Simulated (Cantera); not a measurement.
**Stirred combustor or abatement burner**

A perfectly stirred reactor is fed with CH4 : O2 : N2 = 1 : 1.43 : 5.37 (molar parts), equivalence ratio 1.4, at 5.00 bar; it is adiabatic with a 475 K inlet, and is followed from long to short residence time, starting on the burning branch (τ in s: 0.13, 0.053, 0.022, 0.0091, 0.0037, 0.0015, 0.00064, 0.00026, 0.00011, 4.5e-05, 1.9e-05).

Model: GRI-Mech 3.0 (53 species, 325 reactions), integrated in Cantera.

```csv
τ (s),T (K),x CH4,x O2,x C2H,x CO,x CH2O,x CH3,x CH2
0.13,2106,0.000170,3.86e-5,1.57e-9,0.0749,9.45e-7,2.21e-5,1.81e-7
0.053,2106,0.000359,8.91e-5,7.17e-9,0.0746,2.12e-6,4.87e-5,4.20e-7
0.022,2106,0.000695,0.000202,2.72e-8,0.0739,4.52e-6,0.000100,9.26e-7
0.0091,2106,0.00122,0.000448,8.29e-8,0.0727,9.20e-6,0.000191,1.95e-6
0.0037,2104,0.00193,0.000978,2.01e-7,0.0711,1.81e-5,0.000338,3.95e-6
0.0015,2095,0.00281,0.00208,3.89e-7,0.0694,3.42e-5,0.000558,7.53e-6
0.00064,2073,0.00393,0.00421,6.02e-7,0.0684,6.18e-5,0.000857,1.28e-5
0.00026,2015,0.00630,0.00985,7.21e-7,0.0683,0.000126,0.00132,1.86e-5
0.00011,475,0.128,0.183,<1e-12,<1e-12,<1e-12,<1e-12,<1e-12
4.5e-5,475,0.128,0.183,<1e-12,<1e-12,<1e-12,<1e-12,<1e-12
1.9e-5,475,0.128,0.183,<1e-12,<1e-12,<1e-12,<1e-12,<1e-12
```
x: mole fraction; the columns are a selection and need not sum to one.
